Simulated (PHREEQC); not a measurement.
Make-up at 9.6 °C and 500 atm: 0.0022 mol Cu(BF4)2, 5.6e-05 mol HBF4 and 0.00098 mol H3BO3 per kg of water. Closed to the air; pH follows from the charge balance.

All values are PHREEQC results (ion-association model, phreeqc.dat), not measurements.

Precipitation was switched off in this run.

**Question.** What pH, ionic strength does the model give?

**Answer.** pH 2.93; ionic strength 0.00783 mol/kgw.

**Question.** In which forms is Cu present?

**Answer.** Cu+2 99 %, CuF+ 1.2 % of the Cu.

Under pressure, the constants of complexes without a molar volume in the database are unreliable. Away from 25 °C the constants follow the database's enthalpies or fits; those with neither stay at their 25 °C values. Real BF4- forms and hydrolyses slowly; the run takes it at equilibrium.
